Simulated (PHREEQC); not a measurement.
Solution (70 °C): 27 mmol/kgw HF, 0.44 mmol/kgw CsF, 24 mmol/kgw (NH4)2SiF6, 40 mmol/kgw HCl and 4.3 mmol/kgw NH3. Closed to the air; pH follows from the charge balance.

Equilibrium calculation in PHREEQC: ion-association model, wateq4f.dat.

Precipitation was switched off in this run.

Problem. Order these F species by the share of F that they hold, largest first: HF, H2F2, SiF6-2, F-.

Solution. SiF6-2 (82 %), HF (17 %), H2F2 (0.45 %), F- (0.23 %)

The pH is 1.55 and the ionic strength 0.111 mol/kgw. The solution is supersaturated, for example in Quartz (slow to form), so a real one may precipitate; this is no full list. Away from 25 °C the constants follow the database's enthalpies or fits; those with neither stay at their 25 °C values. SiF6-2 is the database's only silicon fluoride.
